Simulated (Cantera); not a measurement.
Source: NASA polynomial tables (part measured, part estimated), evaluated in Cantera. Values are per mole of reaction as written; species without (g) are pure solids or liquids, kept so even where they would boil at 1 bar. The tables' values for BOCl are old estimates.

3 B2O2(g) + 2 BCl3(g) → 6 BOCl(g) + 2 B, with ΔH° = 276.2 kJ and ΔS° = 128.0 J/K at 300 K.

Question: How far is the shortcut ΔG° ≈ ΔH°(300 K) − T·ΔS°(300 K) from the full temperature-dependent value at 1600, 1675, 1750, 1825, 1900, 1975, 2050, 2125, 2200 K?

Answer: 
```json
[
 {"T (K)": "1600", "shortcut (kJ)": "71.4", "full (kJ)": "71.3", "difference (kJ)": "0.1", "difference in log10 K": "0.00"},
 {"T (K)": "1675", "shortcut (kJ)": "61.8", "full (kJ)": "61.6", "difference (kJ)": "0.2", "difference in log10 K": "-0.01"},
 {"T (K)": "1750", "shortcut (kJ)": "52.2", "full (kJ)": "51.8", "difference (kJ)": "0.4", "difference in log10 K": "-0.01"},
 {"T (K)": "1825", "shortcut (kJ)": "42.6", "full (kJ)": "42.0", "difference (kJ)": "0.6", "difference in log10 K": "-0.02"},
 {"T (K)": "1900", "shortcut (kJ)": "33.0", "full (kJ)": "32.2", "difference (kJ)": "0.8", "difference in log10 K": "-0.02"},
 {"T (K)": "1975", "shortcut (kJ)": "23.4", "full (kJ)": "22.4", "difference (kJ)": "1.0", "difference in log10 K": "-0.03"},
 {"T (K)": "2050", "shortcut (kJ)": "13.8", "full (kJ)": "12.5", "difference (kJ)": "1.3", "difference in log10 K": "-0.03"},
 {"T (K)": "2125", "shortcut (kJ)": "4.2", "full (kJ)": "2.7", "difference (kJ)": "1.6", "difference in log10 K": "-0.04"},
 {"T (K)": "2200", "shortcut (kJ)": "-5.4", "full (kJ)": "-7.2", "difference (kJ)": "1.8", "difference in log10 K": "-0.04"}
]
```
The shortcut ignores the heat-capacity change of the reaction.
